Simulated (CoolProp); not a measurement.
Normal hydrogen at 301.79 K and 0.605 MPa flows at 0.52 m/s in a round tube of 25 mm bore and 1.5 µm roughness, fully developed (64/Re and Nu = 3.66 if laminar; Colebrook and Gnielinski if turbulent). Each further row changes one setting.

Values from CoolProp's reference Helmholtz-energy equation of state, Leachman 2009.

```json
[
 {"case": "as stated", "Reynolds number": "?", "Darcy friction factor": "?", "pressure drop (Pa/m)": "?", "heat-transfer coefficient (W/(m² K))": "27.6", "mass flow (kg/h)": "?"},
 {"case": "velocity 1.04 m/s", "Reynolds number": "1400", "Darcy friction factor": "0.0456", "pressure drop (Pa/m)": "0.478", "heat-transfer coefficient (W/(m² K))": "27.6", "mass flow (kg/h)": "?"},
 {"case": "diameter 50 mm", "Reynolds number": "1400", "Darcy friction factor": "0.0456", "pressure drop (Pa/m)": "?", "heat-transfer coefficient (W/(m² K))": "13.8", "mass flow (kg/h)": "?"}
]
```

**Question.** What belongs in the gaps?

**Answer.** 
- as stated, Reynolds number: 701
- as stated, Darcy friction factor: 0.0913
- as stated, pressure drop (Pa/m): 0.239
- as stated, mass flow (kg/h): 0.445
- velocity 1.04 m/s, mass flow (kg/h): 0.890
- diameter 50 mm, pressure drop (Pa/m): 0.0598
- diameter 50 mm, mass flow (kg/h): 1.78

Viscosity comes from a separate model (Muzny 2013). Thermal conductivity comes from a separate model (Assael 2011).
